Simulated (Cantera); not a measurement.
Hydrocarbon pyrolysis for carbon deposition

An isothermal, constant-pressure homogeneous reactor starts with C2H6 : H2 = 1 : 55 (molar parts), at 1098 K and 6.23 Torr.

Computed with Cantera and GRI-Mech 3.0 (53 species, 325 reactions). GRI-Mech 3.0 stops at C3 and has no aromatics, soot or wall deposition, so with more carbon than oxygen in the feed, carbon stays in small species such as C2H2 where larger ones or solid carbon would form. Radical loss at walls, strong at low pressure, is not modelled.

| t (s) | x C2H6 | x H2 | x C2H | x CH3 | x C2H2 | x C2H4 |
|---|---|---|---|---|---|---|
| 1.00e-5 | 0.0179 | 0.982 | <1e-12 | 2.45e-9 | <1e-12 | <1e-12 |
| 3.42e-5 | 0.0179 | 0.982 | <1e-12 | 8.21e-9 | <1e-12 | <1e-12 |
| 0.000117 | 0.0179 | 0.982 | <1e-12 | 2.60e-8 | <1e-12 | 1.31e-11 |
| 0.000400 | 0.0179 | 0.982 | <1e-12 | 6.94e-8 | <1e-12 | 1.17e-9 |
| 0.00137 | 0.0179 | 0.982 | <1e-12 | 1.20e-7 | <1e-12 | 6.18e-8 |
| 0.00468 | 0.0179 | 0.982 | <1e-12 | 1.34e-7 | 1.17e-12 | 1.47e-6 |
| 0.0160 | 0.0178 | 0.982 | <1e-12 | 1.98e-7 | 2.01e-10 | 2.11e-5 |
| 0.0548 | 0.0176 | 0.982 | <1e-12 | 8.98e-7 | 2.78e-8 | 0.000250 |
| 0.187 | 0.0151 | 0.982 | <1e-12 | 4.83e-6 | 2.74e-6 | 0.00227 |
| 0.641 | 0.00596 | 0.980 | <1e-12 | 4.73e-6 | 8.36e-5 | 0.00916 |
| 2.19 | 0.000519 | 0.979 | <1e-12 | 1.21e-6 | 0.000492 | 0.0129 |
| 7.50 | 7.45e-5 | 0.979 | <1e-12 | 4.09e-7 | 0.00105 | 0.0126 |
| 25.6 | 5.18e-5 | 0.979 | <1e-12 | 3.20e-7 | 0.00198 | 0.0117 |
| 87.7 | 4.09e-5 | 0.978 | <1e-12 | 3.22e-7 | 0.00425 | 0.00924 |
| 300 | 2.53e-5 | 0.978 | <1e-12 | 3.22e-7 | 0.00742 | 0.00576 |
x: mole fraction; the columns are a selection and need not sum to one.

Equilibrium at this temperature and pressure: C2H6 4.95e-7, H2 0.965, C2H <1e-12, CH3 1.78e-7, C2H2 0.000195, C2H4 0.000107 (gas phase only).
